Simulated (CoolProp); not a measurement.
A simple Rankine cycle with R113: condensing at 326.15 K, boiler at 2.54 MPa, turbine inlet 499 K, turbine efficiency 0.75, pump efficiency 0.7, no recuperator. Each further row changes one setting.

Values from CoolProp's reference Helmholtz-energy equation of state, Marx 1992.

```csv
case,thermal efficiency (%),net work (kJ/kg),heat in (kJ/kg),turbine exit temperature (K),volume ratio over the turbine
as stated,15.2,37.9,249,419.7,24.4
condensing temperature 318.15 K,16.1,41.3,256,414.9,31.5
boiler pressure 1.78 MPa,14.0,36.1,258,434.3,15.5
turbine efficiency 0.65,13.1,32.6,249,426.8,24.8
```
